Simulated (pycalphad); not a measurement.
**Phase fractions of Sn-74Si (at.%)**

Source of the numbers: pycalphad with the COST 507 light-alloy database (1999); pressure 1 atm. The data set is of 1999 and partly superseded. Phase fractions are per mole of atoms.

| T (K) | LIQUID | DIAMOND_A4 |
|---|---|---|
| 1670 | 1.000 | - |
| 1590 | 0.423 | 0.577 |
| 1510 | 0.316 | 0.684 |
| 1430 | 0.287 | 0.713 |
| 1350 | 0.274 | 0.726 |
| 1270 | 0.268 | 0.732 |
| 1190 | 0.265 | 0.735 |
| 1110 | 0.262 | 0.738 |
| 1030 | 0.261 | 0.739 |
| 950 | 0.261 | 0.739 |
| 870 | 0.260 | 0.740 |
| 790 | 0.260 | 0.740 |
| 710 | 0.260 | 0.740 |
| 630 | 0.260 | 0.740 |
| 550 | 0.260 | 0.740 |

DIAMOND_A4 is diamond (Si).
